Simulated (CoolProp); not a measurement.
A single-stage vapour-compression cycle with propylene: evaporating at 196.15 K (dew point), condensing at 225.15 K (bubble point), superheat 2 K, subcooling 2 K, compressor efficiency 0.8, no pressure losses. Each further row changes one setting.

Values from CoolProp's reference Helmholtz-energy equation of state, Lemmon 2013.

```tsv
case	cooling COP	pressure ratio	discharge temperature (K)	refrigerating effect (kJ/kg)	volumetric capacity (kJ/m³)
as stated	4.89	4.71	265.0	414	226
evaporating temperature 201.15 K	6.18	3.48	257.2	420	304
condensing temperature 220.15 K	6.02	3.73	254.6	425	232
subcooling 7 K	5.02	4.71	265.0	425	232
superheat 12 K	4.80	4.71	276.2	426	221
compressor efficiency 0.7	4.28	4.71	273.4	414	226
```
